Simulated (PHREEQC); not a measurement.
1 kg of water holding 0.43 mol Na2CO3, 0.092 mol Na2SO4 and 0.0048 mol KCl is evaporated at 25 °C; the solids stay in contact with the brine. The system is closed to CO2. Only these solids could form: Arcanite, Burkeite, Glaserite, Halite, Kalicinite, Mirabilite, Misenite, Nahcolite, Natron, Sylvite, Thenardite, Trona.

The series has 14 steps of water left (kg), from 1 to 0.01393.

Model: Pitzer model, pitzer.dat, run in PHREEQC.

Question: Which solids form, in which order, and at which step of the series does each first stand?

Answer: Natron from water left = 0.1208 kg (pH 11.97); Burkeite from water left = 0.03847 kg (pH 11.98).
